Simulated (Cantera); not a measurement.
A perfectly stirred reactor is fed with 7.81 % H₂, 14.7 % O₂, 70.7 % N₂, 6.77 % H₂O, at 52000 Pa; it is held at 1050 K, and followed from long to short residence time.

Detailed kinetics in Cantera: GRI-Mech 3.0 (53 species, 325 reactions). The temperature is held fixed by assumption; the heat of reaction is taken as removed at once.

### Question
Predict: x(H₂) at τ = 0.790 s; x(O₂) at τ = 0.790 s; x(H₂O₂) at τ = 0.790 s; x(O) at τ = 0.790 s; x(NO) at τ = 0.790 s; x(H₂) at τ = 86.0 ms; x(O₂) at τ = 86.0 ms; x(H₂O₂) at τ = 86.0 ms; x(O) at τ = 86.0 ms; x(NO) at τ = 86.0 ms.

### Answer
```
Property                   Value
----------------------  --------
x(H₂) at τ = 0.790 s    0.000755
x(O₂) at τ = 0.790 s       0.113
x(H₂O₂) at τ = 0.790 s   4.08e-6
x(O) at τ = 0.790 s      6.09e-6
x(NO) at τ = 0.790 s     5.87e-9
x(H₂) at τ = 86.0 ms     0.00221
x(O₂) at τ = 86.0 ms       0.114
x(H₂O₂) at τ = 86.0 ms   7.09e-6
x(O) at τ = 86.0 ms      3.11e-5
x(NO) at τ = 86.0 ms     7.12e-9
```
